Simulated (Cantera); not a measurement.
Charge: 1 mol Pb, 4.8 mol H₂S, 9.4 mol H₂, equilibrated at 1823 K and 2.40 Torr.

Equilibrium computed with Cantera from the NASA thermochemical tables; the gas is ideal and each condensed phase is pure. Candidate condensed phases: Pb, PbS, S; 10 gas species. Equilibrium is a limit: real reactors are often held back by kinetics, nucleation or transport.

Base state: H₂ 0.792, S₂ 0.109, Pb 0.0339, PbS 0.0236, H₂S 0.0149, SH 0.0137, H 0.00682, S 0.00522 (mole fractions); condensed: gas only.

**Question.** What changes in the equilibrium state with this change: H₂S from 4.8 to 0.076 mol?

**Answer.** 
```csv
species,before,after
H₂,0.792,0.895
Pb,0.0339,0.0910
H,0.00682,0.00725
S₂,0.109,0.000441
SH,0.0137,0.000922
H₂S,0.0149,0.00107
PbS,0.0236,0.00402
S,0.00522,0.000331
```

**Question.** What changes in the equilibrium state with this change: temperature from 1823 K to 950 K?

**Answer.** 
```json
[
 {"species": "H₂", "before": "0.792", "after": "0.728"},
 {"species": "H₂S", "before": "0.0149", "after": "0.264"},
 {"species": "PbS", "before": "0.0236", "after": "0.00684"},
 {"species": "S₂", "before": "0.109", "after": "0.000715"},
 {"species": "SH", "before": "0.0137", "after": "1.17e-5"},
 {"species": "Pb", "before": "0.0339", "after": "4.72e-5"},
 {"species": "S", "before": "0.00522", "after": "<1e-9"},
 {"species": "H", "before": "0.00682", "after": "8.39e-9"},
 {"species": "PbS(s), mol", "before": "0", "after": "0.901"}
]
```
Gases not in the tables: S₃ to S₇.

**Question.** What changes in the equilibrium state with this change: H₂S from 4.8 to 2.2 mol?

**Answer.** 
```tsv
species	before	after
H₂	0.792	0.838
S₂	0.109	0.0564
Pb	0.0339	0.0493
SH	0.0137	0.0101
H₂S	0.0149	0.0113
PbS	0.0236	0.0246
S	0.00522	0.00375
H	0.00682	0.00701
```
